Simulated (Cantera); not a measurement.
An isothermal, constant-pressure homogeneous reactor starts with 4.00 % NH3, 96.0 % H2, at 1950 K and 27.0 Torr.

Cantera simulation using the gas-phase N/H chemistry of the illustrative SiF4/NH3 mechanism in the Surface Chemkin manual (1991); the numbers are that mechanism's predictions, not measurements. Walls and surfaces, which speed up NH3 decomposition in real reactors, are not modelled.

One state of this run: x NH3 = 0.000119; x H2 = 0.975; x H = 0.00584; x N2 = 0.0191; x N = 3.27e-7; x N2H4 = <1e-12; x N2H2 = 9.43e-11. x: mole fraction; the columns are a selection and need not sum to one.

Which value of t (s) does it belong to?
A. 3.74e-5
B. 0.0837
C. 1.83
D. 8.55

D, 8.55
